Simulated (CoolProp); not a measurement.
The numbers come from the reference Helmholtz-energy equation of state, Zhou 2011 in CoolProp.

Q: Give the vapour pressure (kPa), liquid density (kg/m³), vapour density (kg/m³), enthalpy of vaporisation (kJ/kg) of saturated dimethyl carbonate at 460.1, 470.1, 475.1 K.

A: 
| T (K) | p (kPa) | liquid density (kg/m³) | vapour density (kg/m³) | enthalpy of vaporisation (kJ/kg) |
|---|---|---|---|---|
| 460.1 | 1060 | 819 | 29.8 | 295 |
| 470.1 | 1280 | 799 | 36.0 | 284 |
| 475.1 | 1390 | 789 | 39.5 | 278 |
